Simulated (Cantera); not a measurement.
An isothermal, constant-pressure homogeneous reactor starts with 53.2 % CH₄, 22.0 % H₂O, 24.8 % H₂, at 1598 K and 0.133 bar.

Detailed kinetics in Cantera: GRI-Mech 3.0 (53 species, 325 reactions). GRI-Mech 3.0 stops at C3 and has no aromatics, soot or wall deposition, so with more carbon than oxygen in the feed, carbon stays in small species such as C2H2 where larger ones or solid carbon would form.

Problem. Predict: x(CH₄) at 10.0 s; x(H₂O) at 10.0 s; x(H₂) at 10.0 s; x(CH₂CO) at 10.0 s; x(OH) at 10.0 s.

Solution. 
```json
{
 "x(CH₄) at 10.0 s": "0.0184 (gas-phase equilibrium 0.00839)",
 "x(H₂O) at 10.0 s": "0.0490 (gas-phase equilibrium 1.81e-7)",
 "x(H₂) at 10.0 s": "0.737 (gas-phase equilibrium 0.779)",
 "x(CH₂CO) at 10.0 s": "6.39e-6 (gas-phase equilibrium 5.36e-8)",
 "x(OH) at 10.0 s": "3.21e-7 (gas-phase equilibrium 1.17e-12)"
}
```
